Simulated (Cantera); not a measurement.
# Diamond growth

A diamond (100) surface in a fixed gas of H2 with x(CH4) = 0.0067, x(H) = 0.021, at 1400 K, 1600 Pa; coverages are run to steady state.

Cantera simulation using the Harris–Goodwin 1993 mechanism for the reconstructed diamond (100) surface; the numbers are that mechanism's predictions, not measurements.

```
x(CH3)   growth (µm/h)  θ c6HH  θ c6H*  θ c6*H  θ c6**
-------  -------------  ------  ------  ------  ------
1e-06          0.00380   0.328  0.0599   0.547  0.0654
2.2e-06        0.00836   0.328  0.0599   0.547  0.0654
4.9e-06         0.0186   0.328  0.0599   0.547  0.0654
1.1e-05         0.0418   0.328  0.0599   0.547  0.0654
2.4e-05         0.0911   0.328  0.0599   0.547  0.0654
5.2e-05          0.197   0.328  0.0598   0.547  0.0654
0.00011          0.417   0.328  0.0598   0.547  0.0653
0.00025          0.947   0.328  0.0598   0.547  0.0652
0.00056           2.12   0.328  0.0598   0.547  0.0650
```
θ: site fractions in the mechanism's names (c6HH fully hydrogenated, c6H* and c6*H radical sites, c6** diradical, c6HM methylated).
